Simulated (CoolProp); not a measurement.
Nitrous oxide along the isotherm 200.5 K: fugacity coefficient from the reference equation and from simpler models built on Tc = 309.5 K, pc = 7.245 MPa, ω = 0.161; each cubic takes its own stable root.

Values from CoolProp's reference Helmholtz-energy equation of state, Lemmon 2006. It is a short technical equation, of lower accuracy than the large ones.

```json
[
 {"p (MPa)": "0.0344", "phase": "gas", "reference": "0.9936", "van der Waals": "0.9961", "Redlich-Kwong": "0.9946", "Soave-Redlich-Kwong": "0.9943"},
 {"p (MPa)": "0.0518", "phase": "gas", "reference": "0.9904", "van der Waals": "0.9942", "Redlich-Kwong": "0.9919", "Soave-Redlich-Kwong": "0.9915"},
 {"p (MPa)": "0.0782", "phase": "gas", "reference": "0.9855", "van der Waals": "0.9912", "Redlich-Kwong": "0.9878", "Soave-Redlich-Kwong": "0.9871"},
 {"p (MPa)": "0.118", "phase": "gas", "reference": "0.9780", "van der Waals": "0.9868", "Redlich-Kwong": "0.9816", "Soave-Redlich-Kwong": "0.9806"},
 {"p (MPa)": "0.178", "phase": "gas", "reference": "0.9666", "van der Waals": "0.9800", "Redlich-Kwong": "0.9722", "Soave-Redlich-Kwong": "[?]"},
 {"p (MPa)": "0.269", "phase": "liquid", "reference": "[?]", "van der Waals": "0.9699", "Redlich-Kwong": "0.9581", "Soave-Redlich-Kwong": "0.8562"},
 {"p (MPa)": "0.405", "phase": "liquid", "reference": "0.5669", "van der Waals": "0.9546", "Redlich-Kwong": "0.7470", "Soave-Redlich-Kwong": "0.5705"},
 {"p (MPa)": "0.611", "phase": "liquid", "reference": "0.3775", "van der Waals": "0.9315", "Redlich-Kwong": "[?]", "Soave-Redlich-Kwong": "[?]"},
 {"p (MPa)": "0.922", "phase": "liquid", "reference": "[?]", "van der Waals": "0.8965", "Redlich-Kwong": "0.3323", "Soave-Redlich-Kwong": "0.2537"},
 {"p (MPa)": "1.39", "phase": "liquid", "reference": "0.1688", "van der Waals": "0.6291", "Redlich-Kwong": "0.2229", "Soave-Redlich-Kwong": "0.1702"},
 {"p (MPa)": "2.1", "phase": "liquid", "reference": "0.1135", "van der Waals": "0.4271", "Redlich-Kwong": "0.1501", "Soave-Redlich-Kwong": "0.1146"},
 {"p (MPa)": "3.17", "phase": "liquid", "reference": "0.07702", "van der Waals": "0.2939", "Redlich-Kwong": "0.1021", "Soave-Redlich-Kwong": "0.07788"},
 {"p (MPa)": "4.78", "phase": "liquid", "reference": "0.05294", "van der Waals": "0.2063", "Redlich-Kwong": "0.07040", "Soave-Redlich-Kwong": "0.05367"},
 {"p (MPa)": "7.2", "phase": "liquid", "reference": "0.03708", "van der Waals": "0.1491", "Redlich-Kwong": "0.04955", "Soave-Redlich-Kwong": "0.03774"},
 {"p (MPa)": "10.9", "phase": "liquid", "reference": "0.02658", "van der Waals": "0.1119", "Redlich-Kwong": "0.03577", "Soave-Redlich-Kwong": "0.02721"}
]
```

Problem. Some entries are withheld; supply them.

Solution. 
- 0.178, Soave-Redlich-Kwong: 0.9707
- 0.269, reference: 0.8509
- 0.611, Redlich-Kwong: 0.4976
- 0.611, Soave-Redlich-Kwong: 0.3801
- 0.922, reference: 0.2519

At some of these states van der Waals, Redlich-Kwong gives the other phase, because its saturation line lies elsewhere.
